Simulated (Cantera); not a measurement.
## Equilibrium for silicon carbide growth: SiH₂Cl₂ + C₂H₄ + H₂

Charge: 1 mol SiH₂Cl₂, 0.034 mol C₂H₄, a varied amount of H₂, equilibrated at 1925 K and 3.60 mbar.

These are equilibrium values from Cantera (NASA tables, ideal gas, pure condensed phases), not measurements of a reactor. Candidate condensed phases: C, C₆H₆, C₇H₈, C₈H₁₈, Si, SiC; 109 gas species. Mutual solubility and eutectic melting of coexisting phases are not modelled. The tables' values for SiCl are old estimates; treat these amounts as uncertain. Gases not in the tables: Si₂H₆ and higher silanes. Kinetics and transport are ignored.

| n(H₂) (mol) | log p H₂ | log p HCl | log p H | log p Si | log p SiCl₂ | log p SiCl | n Si(l) | n SiC(s) |
|---|---|---|---|---|---|---|---|---|
| 68 | -2.46 | -4.06 | -4.25 | -4.76 | -5.23 | -5.95 | 0.416 | 0.0611 |
| 87 | -2.46 | -4.15 | -4.25 | -4.76 | -5.42 | -6.04 | 0.333 | 0.0592 |
| 110 | -2.46 | -4.24 | -4.25 | -4.76 | -5.61 | -6.14 | 0.225 | 0.0570 |
| 140 | -2.46 | -4.34 | -4.25 | -4.76 | -5.80 | -6.23 | 0.0776 | 0.0540 |
| 180 | -2.46 | -4.44 | -4.25 | -4.81 | -6.06 | -6.39 | 0 | 0.0520 |
| 240 | -2.46 | -4.55 | -4.25 | -4.92 | -6.40 | -6.61 | 0 | 0.0510 |
| 300 | -2.45 | -4.64 | -4.25 | -5.01 | -6.67 | -6.79 | 0 | 0.0500 |
| 390 | -2.45 | -4.75 | -4.25 | -5.12 | -6.99 | -7.01 | 0 | 0.0479 |
| 500 | -2.45 | -4.86 | -4.25 | -5.22 | -7.30 | -7.22 | 0 | 0.0440 |
| 650 | -2.45 | -4.97 | -4.25 | -5.33 | -7.64 | -7.43 | 0 | 0.0360 |
log p: log10 of the partial pressure in bar; n: condensed amount in mol.

From 68 mol H₂ to 140 mol H₂ the condensed part is Si(l) + SiC(s). From 180 mol H₂ to 650 mol H₂ the condensed part is SiC(s). The main Si-bearing gas is Si throughout. The share of Si in condensed phases is highest at 68 mol H₂ (47.7 %) and lowest at 650 mol H₂ (3.6 %).
